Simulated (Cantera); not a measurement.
# Thermodynamics of carbothermic reduction, feed MgO + CH4 + CO

Feed: 1 mol MgO, 3.9 mol CH4, 0.085 mol CO, held at 2298 K and 230 Pa.

Equilibrium computed with Cantera from the NASA thermochemical tables; the gas is ideal and each condensed phase is pure. Candidate condensed phases: C, C6H6, C7H8, C8H18, H2O, Mg, MgCO3, MgO, Mg(OH)2; 116 gas species. The tables' values for MgH are old estimates; treat these amounts as uncertain. The numbers say what is thermodynamically allowed, not how fast it happens.

```
Quantity                              Value
--------------------------------  ---------
x(H2)                                 0.643
x(H)                                  0.160
x(CO)                                 0.101
x(Mg)                                0.0930
x(C2H2 (acetylene))                 0.00275
x(MgH)                              6.52e-5
x(C2H)                              3.08e-5
x(C3)                               7.01e-6
x(C4H2)                             4.82e-6
n(C(graphite))                     2.84 mol
gas amount                        10.75 mol
log10 activity of Mg(l) (absent)      -5.58
```
